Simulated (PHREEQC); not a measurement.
1.3 g of hydrous ferric oxide (600 m²/g; 0.2 weak and 0.005 strong sites per Fe, Dzombak-Morel constants, diffuse double layer) in 1 kg of water with 0.05 mol/kgw of an inert sodium salt and 7.3e-06 mol/kgw Na2HAsO4, at 25 °C; the pH is set by adding NaOH or the inert anion's acid. Oxygen is held at 0.21 atm. CO2 from the air is kept out. No solid was allowed to form.

Base run: PHREEQC, ion-association model, wateq4f.dat. Each further column changes one thing. The table gives surface charge σ (C/m²).

```tsv
pH	base	background salt from 0.05 to 0.005 mol/kgw	oxide from 1.3 to 6.5 g/kgw
4	0.294	0.188	0.298
5	0.180	0.092	0.184
6	0.088	0.038	0.090
7	0.034	0.012	0.034
8	0.003	___	0.003
9	-0.026	___	-0.026
10	-0.075	___	-0.075
11	-0.159	-0.083	-0.161
12	-0.282	-0.217	-0.285
```

Task: Complete the blanks.

Result: 
- 8, background salt from 0.05 to 0.005 mol/kgw: 0.001
- 9, background salt from 0.05 to 0.005 mol/kgw: -0.010
- 10, background salt from 0.05 to 0.005 mol/kgw: -0.031
